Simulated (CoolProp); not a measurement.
n-pentane at several states: density (kg/m³) from the reference equation and from simpler models built on Tc = 196.5 °C, pc = 3.368 MPa, ω = 0.251; each cubic takes its own stable root.

Computed with CoolProp (reference Helmholtz-energy equation of state, Thol 2019).

| T (°C) | p (MPa) | phase | reference |
|---|---|---|---|
| -30.75 | 0.125 | liquid | 674.3 |
| 60.65 | 1.04 | liquid | 585.4 |
| 87.45 | 0.0179 | gas | 0.4327 |
| 274.25 | 0.05 | gas | 0.7950 |

**Question.** How far does each simpler model (van der Waals, Redlich-Kwong, Peng-Robinson) lie from the reference over these 4 states: mean and median of the absolute difference, and the worst?

**Answer.** 
- van der Waals: mean 20.0 %, median 19.9 %, worst -40.1 % at -30.75 °C and 0.125 MPa
- Redlich-Kwong: mean 5.9 %, median 5.6 %, worst -12.6 % at 60.65 °C and 1.04 MPa
- Peng-Robinson: mean 1.3 %, median 1.1 %, worst +2.9 % at 60.65 °C and 1.04 MPa
